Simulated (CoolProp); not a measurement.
Normal hydrogen at 431.83 K and 0.547 MPa is throttled through a valve to 0.283 MPa with no heat exchange. Each further row changes one setting.

Model: reference Helmholtz-energy equation of state, Leachman 2009, in CoolProp.

```csv
case,temperature change (K),final density (kg/m³)
as stated,+0.1,0.159
outlet pressure 0.0849 MPa,+0.2,0.0476
outlet pressure 0.368 MPa,+0.1,0.206
```
